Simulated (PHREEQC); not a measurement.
Dissolve 0.0029 mol SrCl2, 2e-05 mol CO2 and 8.9e-05 mol NaCl per kg of water at 20 °C. Closed to the air; pH follows from the charge balance.

All values are PHREEQC results (ion-association model, phreeqc.dat), not measurements.

```json
{
 "pH": "5.57",
 "ionic_strength": "0.00879 mol/kgw",
 "specific_conductance": "647 µS/cm"
}
```

| species | molality | activity | log γ |
|---|---|---|---|
| Cl- | 0.00589 | 0.00534 | -0.043 |
| Sr+2 | 0.00290 | 0.00200 | -0.162 |
| Na+ | 8.90e-5 | 8.09e-5 | -0.041 |
| CO2 | 1.71e-5 | 1.71e-5 | 0.001 |
| H+ | 2.95e-6 | 2.71e-6 | -0.037 |
| HCO3- | 2.87e-6 | 2.62e-6 | -0.041 |
| SrHCO3+ | 7.39e-8 | 6.73e-8 | -0.041 |
| OH- | 2.79e-9 | 2.53e-9 | -0.043 |

This is a speciation only: nothing precipitates in the calculation. Complexes and solids missing from the database can't appear.
